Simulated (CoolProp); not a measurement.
Values from CoolProp's reference Helmholtz-energy equation of state, Gao 2016.

For sulfur dioxide, give the phase and the Joule-Thomson coefficient (K/MPa), fugacity coefficient at -33.75 °C and 6.76 MPa; -33.75 °C and 15.4 MPa; -33.75 °C and 35 MPa.


- -33.75 °C and 6.76 MPa: liquid; Joule-Thomson coefficient -0.296, fugacity coefficient 0.00521
- -33.75 °C and 15.4 MPa: liquid; Joule-Thomson coefficient -0.302, fugacity coefficient 0.00274
- -33.75 °C and 35 MPa: liquid; Joule-Thomson coefficient -0.314, fugacity coefficient 0.00181
